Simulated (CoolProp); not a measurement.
Vapour-liquid equilibrium of dimethyl ether (1) + R236FA (2) at 93.1 kPa; x and y are mole fractions of (1).

The numbers come from the multi-fluid Helmholtz-energy mixture model, Wu 2011 and Pan 2012; pair parameters Bell 2016 in CoolProp.

Question: Give the bubble temperature and the first vapour's composition at x = 0.35, 0.5, 0.95. Is there an azeotrope?

Answer: x = 0.35: -7.5 °C, y = 0.492; x = 0.5: -11.4 °C, y = 0.705; x = 0.95: -25.6 °C, y = 0.993. No azeotrope shows between x = 0.05 and 0.95.

Pair parameters are fitted to limited data, so mixtures are less certain than the pure fluids.
